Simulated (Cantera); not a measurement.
Cantera run:

```python
import numpy as np
import cantera as ct

gas_names = """
    C CH CH2 CH3 CH2OH CH3O CH4 CH3OH CO CO2 COOH C2 C2H CHCO,ketyl C2H2,acetylene C2H2,vinylidene
    CH2CO,ketene C2H3,vinyl CH3CO,acetyl C2H4 C2H4O,ethylen CH3CHO,ethanal CH3COOH (HCOOH)2 C2H5 C2H6
    CH3OCH3 C2H5OH C2O C3 C3H3,propargyl C3H4,allene C3H4,propyne C3H4,cyclo- C3H5,allyl C3H6,propylene
    C3H6,cyclo- C3H6O C3H7,n-propyl C3H7,i-propyl C3H8 C3H8O,1propanol C3H8O,2propanol C3O2 C4 C4H2
    C4H4,1,3-cyclo- C4H6,butadiene C4H6,2-butyne C4H6,cyclo- C4H8,1-butene C4H8,cis2-buten
    C4H8,tr2-butene C4H8,isobutene C4H8,cyclo- (CH3COOH)2 C4H9,n-butyl C4H9,i-butyl C4H9,s-butyl
    C4H9,t-butyl C4H10,isobutane C4H10,n-butane C5 C5H6,1,3cyclo- C5H8,cyclo- C5H10,1-pentene
    C5H10,cyclo- C5H11,pentyl C5H11,t-pentyl C5H12,n-pentane C5H12,i-pentane CH3C(CH3)2CH3 C6H2
    C6H5,phenyl C6H5O,phenoxy C6H6 C6H5OH,phenol C6H10,cyclo- C6H12,1-hexene C6H12,cyclo- C6H13,n-hexyl
    C7H7,benzyl C7H8 C7H8O,cresol C7H14,1-heptene C7H15,n-heptyl C7H16,n-heptane C8H8,styrene
    C8H10,ethylbenz C8H16,1-octene C8H17,n-octyl C8H18,isooctane C8H18,n-octane C9H19,n-nonyl
    C10H8,naphthale C10H21,n-decyl C12H9,o-bipheny C12H10,bipheny H HCO HO2 H2 HCHO,formaldehy HCOOH H2O
    H2O2 O OH O2 O3 Pb PbO Pb2
""".split()
cond_names = """
    C(gr) C6H6(L) C7H8(L) C8H18(L),n-octa H2O(s) H2O(L) Pb(cr) Pb(L) PbO(rd) PbO(yw) PbO(L) PbO2(s)
    Pb3O4(s)
""".split()


def load(file, names, dense=False):
    # The tables refer to 1 bar. Condensed volumes are neglected.
    table = {s.name: s for s in ct.Species.list_from_file(file)}
    out = []
    for n in names:
        d = dict(table[n].input_data)
        d["thermo"] = dict(d["thermo"], **{"reference-pressure": 1e5})
        if dense:
            d["equation-of-state"] = {"model": "constant-volume", "density": "1e6 g/cm^3"}
        out.append(ct.Species.from_dict(d))
    return out


gas = ct.Solution(thermo="ideal-gas", species=load("nasa_gas.yaml", gas_names))
cond = {s.name: ct.Solution(thermo="fixed-stoichiometry", species=[s], name=s.name)
        for s in load("nasa_condensed.yaml", cond_names, dense=True)}
atoms = {
    'Pb': {'Pb': 1},
    'CO': {'C': 1, 'O': 1},
    'H2': {'H': 2},
}
top_T = {'C(gr)': 4500, 'Pb3O4(s)': 820}  # K; cautious upper limits of use, not melting points


def equilibrate(T, P, feed):
    n = {}
    for name, mol in feed.items():
        for a, k in atoms[name].items():
            n[a] = n.get(a, 0.0) + k * mol
    gas.TPX = T, P, n
    mass = sum(n.values()) * gas.mean_molecular_weight
    gas.equilibrate("TP")
    valid = [c for c in cond.values() if c.min_temp <= T <= top_T.get(c.name, c.max_temp)]
    mix = ct.Mixture([(gas, mass / gas.mean_molecular_weight)] + [(c, 0.0) for c in valid])
    mix.T, mix.P = T, P
    mix.equilibrate("TP", solver="vcs", rtol=1e-11, max_steps=5000)
    return mix


results = []
feed = {'Pb': 1, 'CO': 0.069, 'H2': 24}  # mol
P = 330  # Pa
for T in [823, 923, 1023, 1123, 1223, 1323, 1423, 1523]:
    mix = equilibrate(T, P, feed)
    results.append((T, P, feed, dict(zip(mix.species_names, mix.species_moles))))
    x = sorted(zip(gas.X, gas.species_names), reverse=True)
    print(f"T = {T:g} K  P = {P:g} Pa  gas = {mix.phase_moles(0):.4g} mol")
    print("   x: " + "  ".join(f"{s} {v:.3e}" for v, s in x if v > 0.001))
    print("   condensed (mol): " + ("  ".join(f"{mix.phase(i).name} {mix.phase_moles(i):.4g}"
          for i in range(1, mix.n_phases) if mix.phase_moles(i) > 1e-12) or "none"))
```

Result:

```
T = 823 K  P = 330 Pa  gas = 24.04 mol
   x: H2 9.965e-01  CO 2.309e-03
   condensed (mol): Pb(L) 0.999
T = 923 K  P = 330 Pa  gas = 24.08 mol
   x: H2 9.963e-01  CO 2.761e-03
   condensed (mol): Pb(L) 0.9815
T = 1023 K  P = 330 Pa  gas = 24.26 mol
   x: H2 9.891e-01  Pb 8.080e-03  CO 2.819e-03
   condensed (mol): Pb(L) 0.804
T = 1123 K  P = 330 Pa  gas = 25.07 mol
   x: H2 9.573e-01  Pb 3.989e-02  CO 2.745e-03
   condensed (mol): none
T = 1223 K  P = 330 Pa  gas = 25.07 mol
   x: H2 9.574e-01  Pb 3.989e-02  CO 2.750e-03
   condensed (mol): none
T = 1323 K  P = 330 Pa  gas = 25.07 mol
   x: H2 9.573e-01  Pb 3.989e-02  CO 2.751e-03
   condensed (mol): none
T = 1423 K  P = 330 Pa  gas = 25.07 mol
   x: H2 9.572e-01  Pb 3.989e-02  CO 2.752e-03
   condensed (mol): none
T = 1523 K  P = 330 Pa  gas = 25.07 mol
   x: H2 9.570e-01  Pb 3.988e-02  CO 2.752e-03
   condensed (mol): none
```

Method: chemical equilibrium by Gibbs-energy minimisation in Cantera with the NASA 1993 tables (ideal gas, pure condensed phases).
